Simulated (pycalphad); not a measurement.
Source of the numbers: pycalphad with the COST 507 light-alloy database (1999); pressure 1 atm. The data set is of 1999 and partly superseded. Diffusion is slow at the low end, where real alloys seldom reach equilibrium.

Molar enthalpy of Hf-0.02024C (wt.%) in equilibrium (SER reference):

| T (°C) | H (kJ/mol) | phases |
|---|---|---|
| 3027 | 140.09 | LIQUID |
| 2827 | 131.30 | LIQUID |
| 2627 | 122.51 | LIQUID |
| 2427 | 113.73 | LIQUID |
| 2327 | 109.33 | LIQUID |
| 2227 | 99.68 | LIQUID + BCC_A2 |
| 2127 | 74.26 | BCC_A2 |
| 2027 | 70.34 | BCC_A2 + HCP_A3 |
| 1827 | 61.95 | BCC_A2 + HCP_A3 |
| 1627 | 50.30 | HCP_A3 |
| 1427 | 42.79 | HCP_A3 |
| 1227 | 35.60 | HCP_A3 |
| 1027 | 28.74 | HCP_A3 |
| 827 | 22.21 | HCP_A3 |
| 627 | 16.01 | HCP_A3 |
| 427 | 10.13 | HCP_A3 |
| 227 | 4.57 | HCP_A3 |

Cooling from 2327 °C to 2127 °C, across the freezing range, releases 35.1 kJ/mol, or 197 J/g. The slope is 44 J/(mol K) in the liquid and 39 J/(mol K) just below the solidus, where it includes any heat of precipitation. Liquidus 2228 °C, solidus 2214 °C. Changes were sought between steps of 100 K, so a narrower field can be missed.

BCC_A2 is bcc; HCP_A3 is hcp.
